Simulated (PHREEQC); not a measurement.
1.2 g of hydrous ferric oxide (600 m²/g; 0.2 weak and 0.005 strong sites per Fe, Dzombak-Morel constants, diffuse double layer) in 1 kg of water with 0.005 mol/kgw of an inert sodium salt and 0.016 mmol/kgw Na2HAsO4, at 25 °C; the pH is set by adding NaOH or the inert anion's acid. Oxygen alone is held at its pressure in air (log pO2 = -0.68). No CO2 enters from the air. Nothing may precipitate in this run.

Base run: PHREEQC, ion-association model, wateq4f.dat. Each further column changes one thing. The table gives surface potential ψ (mV).

```json
[
 {"pH": "3", "base": "212", "background salt from 0.005 to 0.0005 mol/kgw": "230", "oxide from 1.2 to 6 g/kgw": "…"},
 {"pH": "4.33", "base": "181", "background salt from 0.005 to 0.0005 mol/kgw": "198", "oxide from 1.2 to 6 g/kgw": "178"},
 {"pH": "5.67", "base": "128", "background salt from 0.005 to 0.0005 mol/kgw": "…", "oxide from 1.2 to 6 g/kgw": "128"},
 {"pH": "7", "base": "60", "background salt from 0.005 to 0.0005 mol/kgw": "63", "oxide from 1.2 to 6 g/kgw": "61"},
 {"pH": "8.33", "base": "-14", "background salt from 0.005 to 0.0005 mol/kgw": "-15", "oxide from 1.2 to 6 g/kgw": "…"},
 {"pH": "9.67", "base": "-87", "background salt from 0.005 to 0.0005 mol/kgw": "…", "oxide from 1.2 to 6 g/kgw": "…"},
 {"pH": "11", "base": "-148", "background salt from 0.005 to 0.0005 mol/kgw": "…", "oxide from 1.2 to 6 g/kgw": "…"}
]
```

Question: Complete the blanks.

Answer: 
- 3, oxide from 1.2 to 6 g/kgw: 201
- 5.67, background salt from 0.005 to 0.0005 mol/kgw: 136
- 8.33, oxide from 1.2 to 6 g/kgw: -13
- 9.67, background salt from 0.005 to 0.0005 mol/kgw: -92
- 9.67, oxide from 1.2 to 6 g/kgw: -86
- 11, background salt from 0.005 to 0.0005 mol/kgw: -156
- 11, oxide from 1.2 to 6 g/kgw: -146

The oxide is taken as insoluble; below pH 4 it would dissolve.
